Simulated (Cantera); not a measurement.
# Equilibrium for silicon carbide growth: SiF₄ + C₂H₂ + H₂

Feed: 1 mol SiF₄, 0.67 mol C₂H₂, 700 mol H₂, held at 82.5 Torr.

Method: chemical equilibrium by Gibbs-energy minimisation in Cantera with the NASA 1993 tables (ideal gas, pure condensed phases). Candidate condensed phases: C, C₆H₆, C₇H₈, C₈H₁₈, Si, SiC; 113 gas species. The tables' values for SiF₂, SiF₃, SiF are old estimates; treat these amounts as uncertain. Gases not in the tables: Si₂H₆ and higher silanes. The numbers say what is thermodynamically allowed, not how fast it happens.

| T (°C) | x H₂ | x H | x HF | x SiF₄ | x C₂H₂ (acetylene) | x CH₄ | x Si | x SiF₂ | n C(graphite) | n SiC(s) |
|---|---|---|---|---|---|---|---|---|---|---|
| 1102 | 0.997 | 1.03e-5 | 0.00170 | 0.000866 | 1.77e-6 | 0.000544 | 1.60e-11 | 5.39e-6 | 0.692 | 0.263 |
| 1202 | 0.996 | 3.90e-5 | 0.00288 | 0.000538 | 6.64e-6 | 0.000317 | 3.45e-10 | 1.85e-5 | 0.646 | 0.462 |
| 1302 | 0.995 | 0.000125 | 0.00411 | 0.000232 | 2.10e-5 | 0.000198 | 5.03e-9 | 4.36e-5 | 0.499 | 0.672 |
| 1402 | 0.994 | 0.000349 | 0.00492 | 6.50e-5 | 5.77e-5 | 0.000131 | 5.30e-8 | 7.09e-5 | 0.350 | 0.816 |
| 1502 | 0.993 | 0.000870 | 0.00525 | 1.46e-5 | 0.000141 | 9.09e-5 | 4.28e-7 | 9.04e-5 | 0.198 | 0.877 |
| 1602 | 0.992 | 0.00197 | 0.00534 | 3.43e-6 | 0.000287 | 6.27e-5 | 2.88e-6 | 0.000108 | 0 | 0.889 |
| 1702 | 0.990 | 0.00410 | 0.00528 | 1.07e-6 | 0.000334 | 3.53e-5 | 2.04e-5 | 0.000153 | 0 | 0.842 |
| 1802 | 0.986 | 0.00797 | 0.00519 | 3.45e-7 | 0.000430 | 2.22e-5 | 0.000112 | 0.000195 | 0 | 0.709 |
| 1902 | 0.979 | 0.0146 | 0.00510 | 1.09e-7 | 0.000685 | 1.64e-5 | 0.000465 | 0.000215 | 0 | 0.318 |
x: gas mole fraction; n: condensed amount in mol.

From 1102 °C to 1502 °C the condensed part is C(graphite) + SiC(s). From 1602 °C to 1902 °C the condensed part is SiC(s). The main Si-bearing gas is SiF₄ at 1102 °C and Si at 1902 °C. The share of Si in condensed phases is highest at 1602 °C (88.9 %) and lowest at 1102 °C (26.3 %).
